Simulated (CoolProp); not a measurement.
A single-stage vapour-compression cycle with the fluid: evaporating at 253.15 K (dew point), condensing at 291.15 K (bubble point), superheat 10 K, subcooling 5 K, compressor efficiency 0.85, no pressure losses. The same conditions are run with several fluids, on thermodynamics alone (safety and materials aside).

Model: reference Helmholtz-energy equation of state of each fluid (ammonia: Gao 2020; trans-2-butene: Lemmon 2005; R134a: Tillner-Roth 1994; R245ca: Zhou 2016; hydrogen chloride: Thol 2018; c-C4F8 (RC318): Platzer 1990), in CoolProp. The equations of Platzer and Polt are older, rougher fits.

```json
[
 {"fluid": "ammonia", "cooling COP": "4.82", "pressure ratio": "4.23", "discharge temperature (K)": "381.8", "refrigerating effect (kJ/kg)": "1200", "volumetric capacity (kJ/m³)": "1840"},
 {"fluid": "trans-2-butene", "cooling COP": "5.14", "pressure ratio": "4.41", "discharge temperature (K)": "313.1", "refrigerating effect (kJ/kg)": "366", "volumetric capacity (kJ/m³)": "405"},
 {"fluid": "R134a", "cooling COP": "4.98", "pressure ratio": "4.05", "discharge temperature (K)": "313.4", "refrigerating effect (kJ/kg)": "177", "volumetric capacity (kJ/m³)": "1150"},
 {"fluid": "R245ca", "cooling COP": "5.12", "pressure ratio": "6.40", "discharge temperature (K)": "308.4", "refrigerating effect (kJ/kg)": "193", "volumetric capacity (kJ/m³)": "141"},
 {"fluid": "hydrogen chloride", "cooling COP": "4.33", "pressure ratio": "2.73", "discharge temperature (K)": "358.9", "refrigerating effect (kJ/kg)": "301", "volumetric capacity (kJ/m³)": "8690"},
 {"fluid": "c-C4F8 (RC318)", "cooling COP": "4.86", "pressure ratio": "4.55", "discharge temperature (K)": "292.4", "refrigerating effect (kJ/kg)": "94.4", "volumetric capacity (kJ/m³)": "482"}
]
```
